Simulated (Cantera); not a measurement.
A Cantera script and its output.

```python
import numpy as np
import cantera as ct

gas = ct.Solution("gri30.yaml")
gas.TPX = 1500, 510000, {'CO': 1, 'H2': 0.26, 'CH4': 0.41, 'O2': 2.34, 'N2': 8.79}
reactor = ct.IdealGasConstPressureReactor(gas, energy="on", clone=False)
net = ct.ReactorNet([reactor])
net.rtol, net.atol = 1e-08, 1e-16
show = ['CO', 'H2', 'CH4', 'N2O', 'C2H6']
times = np.geomspace(1e-06, 1, 13)

steps = ct.SolutionArray(gas, extra=["t"])
rows = []
print(f"{'t/s':>10s}{'T/K':>9s}{'P/Pa':>11s}" + "".join(f"{s:>11s}" for s in show))
for t in times:
    while net.time < t:
        t_next = net.step()
        steps.append(gas.state, t=t_next)
    rows.append([np.interp(t, steps.t, y) for y in (steps.T, steps.P, *steps(*show).X.T)])
    print(f"{t:10.3e}{rows[-1][0]:9.1f}{rows[-1][1]:11.4g}" + "".join(f"{x:11.3e}" for x in rows[-1][2:]))
rate = np.gradient(steps.T, steps.t)
print("integrator steps:", len(steps.t))
if steps.T.max() > steps.T[0] + 200:
    print(f"time of steepest temperature rise: {steps.t[rate.argmax()]:.4e} s")
gas.TPX = 1500, 510000, {'CO': 1, 'H2': 0.26, 'CH4': 0.41, 'O2': 2.34, 'N2': 8.79}
gas.equilibrate("HP")
print(f"equilibrium (HP): T = {gas.T:.1f} K  " + "  ".join(f"{s} {gas[s].X[0]:.3e}" for s in show))
```

Output:

```
       t/s      T/K       P/Pa         CO         H2        CH4        N2O       C2H6
 1.000e-06   1500.0    5.1e+05  7.812e-02  2.031e-02  3.203e-02  1.482e-12  2.026e-11
 3.162e-06   1500.0    5.1e+05  7.812e-02  2.031e-02  3.203e-02  1.078e-11  2.567e-09
 1.000e-05   1500.1    5.1e+05  7.811e-02  2.028e-02  3.196e-02  1.558e-10  8.846e-07
 3.162e-05   1603.6    5.1e+05  8.055e-02  1.951e-02  2.158e-02  2.324e-08  6.127e-04
 1.000e-04   2671.8    5.1e+05  1.532e-02  1.822e-03  3.304e-17  1.798e-06  3.641e-32
 3.162e-04   2677.2    5.1e+05  1.445e-02  1.732e-03  3.157e-17  1.801e-06  2.620e-32
 1.000e-03   2669.5    5.1e+05  1.423e-02  1.712e-03  3.072e-17  1.824e-06  2.495e-32
 3.162e-03   2660.5    5.1e+05  1.398e-02  1.688e-03  2.972e-17  1.896e-06  2.348e-32
 1.000e-02   2658.5    5.1e+05  1.393e-02  1.683e-03  2.951e-17  1.917e-06  2.317e-32
 3.162e-02   2658.5    5.1e+05  1.393e-02  1.683e-03  2.950e-17  1.918e-06  2.317e-32
 1.000e-01   2658.5    5.1e+05  1.393e-02  1.683e-03  2.950e-17  1.918e-06  2.317e-32
 3.162e-01   2658.5    5.1e+05  1.393e-02  1.683e-03  2.950e-17  1.918e-06  2.317e-32
 1.000e+00   2658.5    5.1e+05  1.393e-02  1.683e-03  2.950e-17  1.918e-06  2.317e-32
integrator steps: 1729
time of steepest temperature rise: 3.6873e-05 s
equilibrium (HP): T = 2658.5 K  CO 1.393e-02  H2 1.683e-03  CH4 4.214e-17  N2O 1.918e-06  C2H6 4.221e-32
```

Cantera simulation using GRI-Mech 3.0 (53 species, 325 reactions); the numbers are that mechanism's predictions, not measurements.
